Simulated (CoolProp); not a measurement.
R1234ze(Z) along the isobar 1.4 MPa: Z from the reference equation and from simpler models built on Tc = 423.3 K, pc = 3.531 MPa, ω = 0.327; each cubic takes its own stable root.

Computed with CoolProp (reference Helmholtz-energy equation of state, Akasaka 2019).

```json
[
 {"T (K)": "284.7", "phase": "liquid", "reference": "0.05339"},
 {"T (K)": "297.7", "phase": "liquid", "reference": "0.05244"},
 {"T (K)": "310.6", "phase": "liquid", "reference": "0.05172"},
 {"T (K)": "323.5", "phase": "liquid", "reference": "0.05124"},
 {"T (K)": "336.5", "phase": "liquid", "reference": "0.05101"},
 {"T (K)": "349.4", "phase": "liquid", "reference": "0.05110"},
 {"T (K)": "362.4", "phase": "liquid", "reference": "0.05159"},
 {"T (K)": "388.2", "phase": "gas", "reference": "0.7566"},
 {"T (K)": "401.2", "phase": "gas", "reference": "0.7915"},
 {"T (K)": "414.1", "phase": "gas", "reference": "0.8188"},
 {"T (K)": "427.1", "phase": "gas", "reference": "0.8412"},
 {"T (K)": "440", "phase": "gas", "reference": "0.8597"}
]
```

Question: How far does each simpler model (van der Waals, Redlich-Kwong, Soave-Redlich-Kwong, Peng-Robinson) lie from the reference over these 12 states: mean and median of the absolute difference, and the worst?

Answer: 
- van der Waals: mean 274.3 %, median 87.3 %, worst +1431.9 % at 362.4 K and 1.4 MPa
- Redlich-Kwong: mean 19.6 %, median 29.2 %, worst +36.0 % at 362.4 K and 1.4 MPa
- Soave-Redlich-Kwong: mean 15.1 %, median 23.0 %, worst +26.8 % at 362.4 K and 1.4 MPa
- Peng-Robinson: mean 5.9 %, median 8.8 %, worst +11.7 % at 362.4 K and 1.4 MPa

At some of these states van der Waals gives the other phase, because its saturation line lies elsewhere.
